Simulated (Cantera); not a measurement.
**Equilibrium for hydrogen reduction and annealing atmospheres: FeS₂ + H₂ + N₂**

A closed system holds: 1 mol FeS₂, 300 mol H₂, 0.68 mol N₂, held at 0.00100 bar.

Equilibrium computed with Cantera from the NASA thermochemical tables; the gas is ideal and each condensed phase is pure. Candidate condensed phases: Fe, FeS, FeS₂, S; 16 gas species. Mutual solubility and eutectic melting of coexisting phases are not modelled. FeS: taken at fixed stoichiometry. Gases not in the tables: S₃ to S₇. The numbers say what is thermodynamically allowed, not how fast it happens.

```
T (°C)  log p H₂  log p H₂S  log p N₂  log p S₂  log p SH  log p H  n FeS(s)  n Fe(γ)
------  --------  ---------  --------  --------  --------  -------  --------  -------
427        -3.00      -5.48     -5.65    -13.21    -12.87     <-15      1.00        0
527        -3.00      -5.48     -5.65    -11.55    -11.34   -13.04      1.00        0
627        -3.00      -5.48     -5.65    -10.26    -10.15   -11.43      1.00        0
727        -3.00      -5.48     -5.65     -9.22     -9.20   -10.15      1.00        0
827        -3.00      -5.48     -5.65     -8.37     -8.42    -9.09      1.00        0
927        -3.00      -5.38     -5.65     -7.44     -7.66    -8.21     0.709    0.291
1027       -3.00      -5.23     -5.65     -6.53     -6.96    -7.46         0    1.000
```
log p: log10 of the partial pressure in bar; n: condensed amount in mol.

From 427 °C to 827 °C the condensed part is FeS(s). At 927 °C the condensed part is Fe(γ) + FeS(s). At 1027 °C the condensed part is Fe(γ).
